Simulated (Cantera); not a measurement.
Cantera run, input and output.

```python
import numpy as np
import cantera as ct

gas = ct.Solution("gri30.yaml")


def delay(T, t_max=10):
    gas.TPX = T, 32000, {'CH4': 1, 'C2H6': 0.034, 'C3H8': 0.64, 'O2': 4.09, 'N2': 15.4}
    reactor = ct.IdealGasConstPressureReactor(gas, clone=False)
    net = ct.ReactorNet([reactor])
    net.rtol, net.atol = 1e-8, 1e-16
    while net.time < t_max:
        t_old, T_old = net.time, reactor.T
        net.step()
        if reactor.T > T + 400:  # ignition: a rise of 400 K
            return t_old + (T + 400 - T_old) / (reactor.T - T_old) * (net.time - t_old)
    return np.nan


taus = []
for T in [1300, 1375, 1450, 1525, 1600, 1675, 1750, 1825, 1900, 1975]:
    taus.append(delay(T))
    print(f"T0 = {T:6g} K   tau = {taus[-1]:.4e} s")
```

It prints:

```
T0 =   1300 K   tau = 2.2333e-03 s
T0 =   1375 K   tau = 8.0192e-04 s
T0 =   1450 K   tau = 3.5394e-04 s
T0 =   1525 K   tau = 1.8507e-04 s
T0 =   1600 K   tau = 1.1036e-04 s
T0 =   1675 K   tau = 7.2638e-05 s
T0 =   1750 K   tau = 5.1444e-05 s
T0 =   1825 K   tau = 3.8494e-05 s
T0 =   1900 K   tau = 3.0047e-05 s
T0 =   1975 K   tau = 2.4257e-05 s
```

Model: GRI-Mech 3.0 (53 species, 325 reactions), integrated in Cantera. GRI-Mech 3.0 was tuned for natural gas; its chemistry of propane as a main component is partial and can be far from experiment. Where the delays flatten at high temperature, the 400 K rule measures the pace of heat release, not the induction time.
